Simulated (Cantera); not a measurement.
A perfectly stirred reactor is fed with CO : H2 : O2 : N2 : H2O = 1 : 0.043 : 0.435 : 1.63 : 0.25 (molar parts), equivalence ratio 1.2, at 10.0 bar; it is adiabatic with a 450 K inlet, and is followed from long to short residence time, starting on the burning branch (τ in s: 0.28, 0.097, 0.033, 0.011, 0.0039, 0.0013, 0.00045, 0.00015, 5.2e-05).

Computed with Cantera and GRI-Mech 3.0 (53 species, 325 reactions). The hydrogen kinetics of GRI-Mech 3.0 are dated; newer H2 mechanisms differ, most at raised pressure.

Question: What does this change do: O2 0.435 to 0.57 parts?

Answer: 
```json
[
 {"quantity": "blow-out, bracketed by the residence times tried", "before": "burning at 52.0 µs, the shortest tried", "after": "burning at 52.0 µs, the shortest tried"},
 {"quantity": "x(CO) at τ = 0.280 s", "before": "0.0604", "after": "0.0267"},
 {"quantity": "x(H2) at τ = 0.280 s", "before": "0.00344", "after": "0.00130"},
 {"quantity": "x(O2) at τ = 0.280 s", "before": "0.00136", "after": "0.0250"},
 {"quantity": "x(NO2) at τ = 0.280 s", "before": "3.26e-7", "after": "6.45e-6"},
 {"quantity": "x(H2O) at τ = 0.280 s", "before": "0.0954", "after": "0.0930"},
 {"quantity": "x(CO) at τ = 3.90 ms", "before": "0.0638", "after": "0.0285"},
 {"quantity": "x(H2) at τ = 3.90 ms", "before": "0.00365", "after": "0.00138"},
 {"quantity": "x(O2) at τ = 3.90 ms", "before": "0.00323", "after": "0.0272"},
 {"quantity": "x(NO2) at τ = 3.90 ms", "before": "3.47e-7", "after": "4.15e-6"},
 {"quantity": "x(H2O) at τ = 3.90 ms", "before": "0.0945", "after": "0.0927"}
]
```
